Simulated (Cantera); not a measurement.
What does this Cantera script print?

```python
import numpy as np
import cantera as ct

gas = ct.Solution("h2o2.yaml")
gas.TPX = 1350, 1333, {'H2': 0.022, 'O2': 8.5}
inlet = ct.Reservoir(gas, clone=True)

reactor = ct.IdealGasConstPressureReactor(gas, energy="off", clone=False)
exhaust = ct.Reservoir(gas, clone=True)
tau = [0.53, 0.35, 0.23, 0.15, 0.1, 0.067, 0.044, 0.029, 0.019, 0.013, 0.0085][0]
for a, b in ((inlet, reactor), (reactor, exhaust)):
    ct.MassFlowController(a, b, mdot=lambda t: reactor.mass / tau)
net = ct.ReactorNet([reactor])
show = ['H2', 'O2', 'OH', 'H2O2', 'O', 'H', 'HO2']

rows = []
print(f"{'tau/s':>10s}{'T/K':>9s}" + "".join(f"{s:>11s}" for s in show))
for tau in [0.53, 0.35, 0.23, 0.15, 0.1, 0.067, 0.044, 0.029, 0.019, 0.013, 0.0085]:
    net.initial_time = 0.0
    net.advance(30 * tau)
    before = gas.X
    net.advance(40 * tau)
    drift = np.max(np.abs(gas.X - before) / (gas.X + 1e-9))
    rows.append([gas.T, *gas[show].X, drift])
    print(f"{tau:10.3e}{gas.T:9.1f}" + "".join(f"{x:11.3e}" for x in gas[show].X))
```

Output:

```
     tau/s      T/K         H2         O2         OH       H2O2          O          H        HO2
 5.300e-01   1350.0  1.693e-05  9.955e-01  2.875e-04  2.655e-09  1.748e-03  1.514e-05  1.177e-07
 3.500e-01   1350.0  2.315e-05  9.954e-01  3.048e-04  2.830e-09  1.888e-03  1.737e-05  1.251e-07
 2.300e-01   1350.0  3.237e-05  9.953e-01  3.225e-04  3.029e-09  1.995e-03  1.950e-05  1.325e-07
 1.500e-01   1350.0  4.624e-05  9.952e-01  3.422e-04  3.274e-09  2.070e-03  2.158e-05  1.404e-07
 1.000e-01   1350.0  6.556e-05  9.951e-01  3.638e-04  3.568e-09  2.108e-03  2.352e-05  1.486e-07
 6.700e-02   1350.0  9.316e-05  9.951e-01  3.890e-04  3.939e-09  2.118e-03  2.549e-05  1.580e-07
 4.400e-02   1350.0  1.351e-04  9.951e-01  4.204e-04  4.430e-09  2.096e-03  2.764e-05  1.693e-07
 2.900e-02   1350.0  1.953e-04  9.951e-01  4.565e-04  5.024e-09  2.044e-03  2.978e-05  1.820e-07
 1.900e-02   1350.0  2.830e-04  9.952e-01  4.962e-04  5.716e-09  1.954e-03  3.175e-05  1.956e-07
 1.300e-02   1350.0  3.934e-04  9.953e-01  5.312e-04  6.359e-09  1.838e-03  3.303e-05  2.076e-07
 8.500e-03   1350.0  5.657e-04  9.955e-01  5.626e-04  6.980e-09  1.662e-03  3.333e-05  2.191e-07
```

Model: the H2/O2 subset of GRI-Mech 3.0, which has no nitrogen chemistry, integrated in Cantera. Radical loss at walls, strong at low pressure, is not modelled.
